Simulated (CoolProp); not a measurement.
A single-stage vapour-compression cycle with ammonia: evaporating at 211.15 K (dew point), condensing at 268.15 K (bubble point), superheat 5 K, subcooling 8 K, compressor efficiency 0.9, no pressure losses. Each further row changes one setting.

Values from CoolProp's reference Helmholtz-energy equation of state, Gao 2020.

```
case                              cooling COP  pressure ratio  discharge temperature (K)  refrigerating effect (kJ/kg)  volumetric capacity (kJ/m³)
--------------------------------  -----------  --------------  -------------------------  ----------------------------  ---------------------------
as stated                                2.54            18.6                      444.3                          1240                          227
evaporating temperature 216.15 K   (withheld)            13.4                 (withheld)                          1250                          310
condensing temperature 263.15 K          2.85            15.2                      425.0                          1260                          231
subcooling 13 K                          2.59            18.6                      444.3                          1260                          231
superheat 15 K                     (withheld)            18.6                      462.0                          1260                          220
compressor efficiency 0.8                2.26            18.6                      469.6                          1240                          227
```

Problem. Some entries are withheld; supply them.

Solution. 
- evaporating temperature 216.15 K, cooling COP: 2.95
- evaporating temperature 216.15 K, discharge temperature (K): 421.0
- superheat 15 K, cooling COP: 2.47
